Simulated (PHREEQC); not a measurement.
0.23 g of hydrous ferric oxide (600 m²/g; 0.2 weak and 0.005 strong sites per Fe, Dzombak-Morel constants, diffuse double layer) in 1 kg of water with 0.01 mol/kgw of an inert sodium salt and 0.3 mmol/kgw Na2SO4, at 25 °C; the pH is set by adding NaOH or the inert anion's acid. Oxygen alone is held at its pressure in air (log pO2 = -0.68). CO2 from the air is kept out. Nothing may precipitate in this run.

Computed with PHREEQC (ion-association model, wateq4f.dat).

**Question.** Predict S sorbed (%), surface charge σ (C/m²), surface potential ψ (mV) at pH = 7, 7.67.

**Answer.** 
| pH | S sorbed (%) | surface charge σ (C/m²) | surface potential ψ (mV) |
|---|---|---|---|
| 7 | 8.1 | 0.014 | 51 |
| 7.67 | 1.0 | 0.006 | 23 |

The oxide is taken as insoluble; below pH 4 it would dissolve.
